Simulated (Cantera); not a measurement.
# Low-pressure radical oxidation in H2/O2

An isothermal, constant-pressure homogeneous reactor starts with H2 : O2 = 0.05 : 1 (molar parts), equivalence ratio 0.025, at 1348 K and 0.0132 atm.

Detailed kinetics in Cantera: the H2/O2 subset of GRI-Mech 3.0, which has no nitrogen chemistry. Radical loss at walls, strong at low pressure, is not modelled. The temperature is held fixed by assumption; the heat of reaction is taken as removed at once.

| t (s) | x H2 | x O2 | x H2O | x H | x OH | x HO2 | x O |
|---|---|---|---|---|---|---|---|
| 0.000400 | 0.0476 | 0.952 | 2.43e-6 | 7.46e-7 | 1.48e-6 | 2.02e-7 | 1.88e-6 |
| 0.000815 | 0.0474 | 0.952 | 0.000179 | 5.05e-5 | 0.000101 | 5.47e-7 | 0.000129 |
| 0.00166 | 0.00535 | 0.918 | 0.0345 | 0.00756 | 0.00792 | 2.48e-6 | 0.0267 |
| 0.00338 | 0.000772 | 0.913 | 0.0416 | 0.00563 | 0.00498 | 2.11e-6 | 0.0343 |
| 0.00688 | 0.000734 | 0.915 | 0.0419 | 0.00522 | 0.00487 | 2.09e-6 | 0.0327 |
| 0.0140 | 0.000672 | 0.918 | 0.0426 | 0.00452 | 0.00466 | 2.03e-6 | 0.0296 |
| 0.0285 | 0.000564 | 0.924 | 0.0436 | 0.00340 | 0.00429 | 1.92e-6 | 0.0244 |
| 0.0581 | 0.000404 | 0.932 | 0.0450 | 0.00201 | 0.00364 | 1.70e-6 | 0.0171 |
| 0.118 | 0.000226 | 0.940 | 0.0465 | 0.000815 | 0.00273 | 1.33e-6 | 0.00934 |
| 0.241 | 9.43e-5 | 0.947 | 0.0476 | 0.000216 | 0.00177 | 8.44e-7 | 0.00384 |
| 0.491 | 3.13e-5 | 0.949 | 0.0482 | 4.09e-5 | 0.00102 | 4.24e-7 | 0.00126 |
| 1.00 | 9.39e-6 | 0.951 | 0.0485 | 6.70e-6 | 0.000562 | 1.78e-7 | 0.000378 |
x: mole fraction; the columns are a selection and need not sum to one.

Equilibrium at this temperature and pressure: H2 8.61e-8, O2 0.951, H2O 0.0488, H 5.92e-9, OH 5.40e-5, HO2 4.28e-8, O 3.47e-6 (gas phase only).
